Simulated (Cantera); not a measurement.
An isothermal, constant-pressure homogeneous reactor starts with NH₃ : N₂ = 1 : 0.11 (molar parts), at 2275 K and 975 Torr. Integrator tolerance rtol = 1e-08.

Model: the gas-phase N/H chemistry of the illustrative SiF4/NH3 mechanism in the Surface Chemkin manual (1991), integrated in Cantera. Walls and surfaces, which speed up NH3 decomposition in real reactors, are not modelled.

Question: What does this change do: pressure from 975 Torr to 10.00 Torr?

Answer: 
| quantity | before | after |
|---|---|---|
| x(NH₃) at 5.00 s | 5.58e-6 (gas-phase equilibrium 5.58e-6) | 1.13e-7 (gas-phase equilibrium 5.10e-8) |
| x(H) at 5.00 s | 0.00630 (gas-phase equilibrium 0.00630) | 0.0578 (gas-phase equilibrium 0.0601) |
| x(NH) at 5.00 s | 3.17e-8 (gas-phase equilibrium 3.17e-8) | 6.14e-8 (gas-phase equilibrium 3.02e-8) |
| x(N₂H₄) at 5.00 s | <1e-12 (gas-phase equilibrium <1e-12) | <1e-12 (gas-phase equilibrium <1e-12) |
| x(N₂H₂) at 5.00 s | 3.63e-12 (gas-phase equilibrium 3.63e-12) | <1e-12 (gas-phase equilibrium <1e-12) |
